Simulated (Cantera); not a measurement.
Cantera run, input and output.

```python
import numpy as np
import cantera as ct

gas = ct.Solution("gri30.yaml")


def delay(T, t_max=10):
    gas.TPX = T, 500000, {'CH4': 1, 'O2': 2.44, 'N2': 9.17, 'H2': 0.098}
    reactor = ct.IdealGasReactor(gas, clone=False)
    net = ct.ReactorNet([reactor])
    net.rtol, net.atol = 1e-8, 1e-16
    while net.time < t_max:
        t_old, T_old = net.time, reactor.T
        net.step()
        if reactor.T > T + 400:  # ignition: a rise of 400 K
            return t_old + (T + 400 - T_old) / (reactor.T - T_old) * (net.time - t_old)
    return np.nan


taus = []
for T in [1025, 1075, 1125, 1175, 1225, 1275, 1325, 1375, 1425, 1475]:
    taus.append(delay(T))
    print(f"T0 = {T:6g} K   tau = {taus[-1]:.4e} s")
```

Output:

```
T0 =   1025 K   tau = 2.0406e-02 s
T0 =   1075 K   tau = 1.0641e-02 s
T0 =   1125 K   tau = 6.2717e-03 s
T0 =   1175 K   tau = 3.8589e-03 s
T0 =   1225 K   tau = 2.3937e-03 s
T0 =   1275 K   tau = 1.4839e-03 s
T0 =   1325 K   tau = 9.2102e-04 s
T0 =   1375 K   tau = 5.7508e-04 s
T0 =   1425 K   tau = 3.6293e-04 s
T0 =   1475 K   tau = 2.3242e-04 s
```

Cantera simulation using GRI-Mech 3.0 (53 species, 325 reactions); the numbers are that mechanism's predictions, not measurements.
